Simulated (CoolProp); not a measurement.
Values from CoolProp's reference Helmholtz-energy equation of state, Tillner-Roth 1997.

Task: Give the vapour pressure (MPa), liquid density (kg/m³), vapour density (kg/m³), surface tension (mN/m) of saturated CH2F2 (R32) at 273 K.

Result: 
```csv
T (K),p (MPa),liquid density (kg/m³),vapour density (kg/m³),surface tension (mN/m)
273,0.809,1060,22.0,11.0
```

Surface tension comes from a separate correlation (Mulero 2012).
